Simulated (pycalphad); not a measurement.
All values are pycalphad results on the COST 507 light-alloy database (1999) (1 atm), not direct measurements. The data set is of 1999 and partly superseded. Diffusion is slow at the low end, where real alloys seldom reach equilibrium.

Molar enthalpy of V-0.4649Si (wt.%) in equilibrium (SER reference):

```tsv
T (K)	H (kJ/mol)	phases
2850	113.93	LIQUID
2700	106.84	LIQUID
2550	99.75	LIQUID
2400	92.66	LIQUID
2250	85.57	LIQUID
2200	83.21	LIQUID
2150	59.73	BCC_A2
2100	57.53	BCC_A2
1950	51.19	BCC_A2
1800	45.20	BCC_A2
1650	39.54	BCC_A2
1500	34.17	BCC_A2
1350	29.08	BCC_A2
1200	24.23	BCC_A2
1050	19.45	BCC_A2 + SIV3
900	14.81	BCC_A2 + SIV3
750	10.43	BCC_A2 + SIV3
600	6.26	BCC_A2 + SIV3
```

Cooling from 2200 K to 2150 K, across the freezing range, releases 23.5 kJ/mol, or 463 J/g. The slope is 47 J/(mol K) in the liquid and 44 J/(mol K) just below the solidus, where it includes any heat of precipitation. Liquidus 2178 K, solidus 2175 K. Changes were sought between steps of 50 K, so a narrower field can be missed.

Database names, with the compositions (at.%) that they take in these runs: SIV3: V 75-78 Si 22-25. BCC_A2 is bcc.
